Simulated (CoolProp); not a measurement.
Properties of hydrogen sulfide along the isobar 1.01 bar (Tc = 373.1 K, pc = 89.99 bar, ω = 0.101).

Computed with CoolProp (reference Helmholtz-energy equation of state, Lemmon 2006). It is a short technical equation, of lower accuracy than the large ones.

```tsv
T (K)	phase	Z	speed of sound (m/s)	Joule-Thomson coefficient (K/MPa)
283	gas	0.9910	300.8	19.45
310.9	gas	0.9933	315.3	15.63
338.7	gas	0.9949	328.8	12.88
366.6	gas	0.9960	341.7	10.81
394.4	gas	0.9969	353.9	9.224
422.3	gas	0.9975	365.7	7.960
450.1	gas	0.9980	376.9	6.944
478	gas	0.9984	387.8	6.105
505.9	gas	0.9987	398.2	5.405
533.7	gas	0.9989	408.3	4.816
561.6	gas	0.9991	418.2	4.310
```
